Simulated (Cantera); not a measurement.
What does this Cantera script print?

```python
import numpy as np
import cantera as ct

gas_names = """
    AL ALCL ALCL2 ALCL3 ALH ALN AL2 AL2CL6 CL CL2 H HCL H2 N NH NH2 NH3 N2 N2H2 N2H4
""".split()
cond_names = """
    AL(cr) AL(L) ALCL3(s) ALCL3(L) ALN(s) NH4CL(a) NH4CL(b)
""".split()


# ... load() reads the species with a 1 bar reference pressure and builds the phases ...
atoms = {
    'AlCl3': {'AL': 1, 'CL': 3},
    'N2': {'N': 2},
    'H2': {'H': 2},
    'NH3': {'N': 1, 'H': 3},
}
top_T = {'ALN(s)': 2750}  # K; cautious upper limits of use, not melting points


# ... equilibrate(T, P, feed) seeds the gas with the atoms and calls Mixture.equilibrate('TP', solver="vcs", rtol=1e-11, max_steps=5000) ...
results = []
feed = {'AlCl3': 1, 'N2': 62, 'H2': 200, 'NH3': 1.1}  # mol
P = 950  # Pa
for T in [1498, 1573, 1648, 1723, 1798, 1873, 1948, 2023, 2098]:
    mix = equilibrate(T, P, feed)
    results.append((T, P, feed, dict(zip(mix.species_names, mix.species_moles))))
    x = sorted(zip(gas.X, gas.species_names), reverse=True)
    print(f"T = {T:g} K  P = {P:g} Pa  gas = {mix.phase_moles(0):.4g} mol")
    print("   x: " + "  ".join(f"{s} {v:.3e}" for v, s in x if v > 0.001))
    print("   condensed (mol): " + ("  ".join(f"{mix.phase(i).name} {mix.phase_moles(i):.4g}"
          for i in range(1, mix.n_phases) if mix.phase_moles(i) > 1e-12) or "none"))
```

Output:

```
T = 1498 K  P = 950 Pa  gas = 265.6 mol
   x: H2 7.543e-01  N2 2.344e-01  HCL 9.433e-03  ALCL 1.518e-03
   condensed (mol): ALN(s) 0.558
T = 1573 K  P = 950 Pa  gas = 266.2 mol
   x: H2 7.536e-01  N2 2.349e-01  HCL 7.362e-03  ALCL 3.626e-03
   condensed (mol): none
T = 1648 K  P = 950 Pa  gas = 266.3 mol
   x: H2 7.531e-01  N2 2.349e-01  HCL 7.425e-03  ALCL 3.675e-03
   condensed (mol): none
T = 1723 K  P = 950 Pa  gas = 266.4 mol
   x: H2 7.524e-01  N2 2.348e-01  HCL 7.452e-03  ALCL 3.696e-03  H 1.623e-03
   condensed (mol): none
T = 1798 K  P = 950 Pa  gas = 266.6 mol
   x: H2 7.510e-01  N2 2.346e-01  HCL 7.464e-03  ALCL 3.698e-03  H 3.130e-03
   condensed (mol): none
T = 1873 K  P = 950 Pa  gas = 267 mol
   x: H2 7.487e-01  N2 2.343e-01  HCL 7.467e-03  H 5.730e-03  ALCL 3.681e-03
   condensed (mol): none
T = 1948 K  P = 950 Pa  gas = 267.6 mol
   x: H2 7.449e-01  N2 2.338e-01  H 1.001e-02  HCL 7.468e-03  ALCL 3.637e-03
   condensed (mol): none
T = 2023 K  P = 950 Pa  gas = 268.5 mol
   x: H2 7.390e-01  N2 2.330e-01  H 1.675e-02  HCL 7.470e-03  ALCL 3.555e-03
   condensed (mol): none
T = 2098 K  P = 950 Pa  gas = 269.9 mol
   x: H2 7.299e-01  N2 2.317e-01  H 2.697e-02  HCL 7.477e-03  ALCL 3.418e-03
   condensed (mol): none
```

Cantera equilibrium calculation (NASA polynomials, part measured and part estimated; ideal gas, pure solids and liquids). The tables' values for AlCl2 are old estimates; treat these amounts as uncertain.
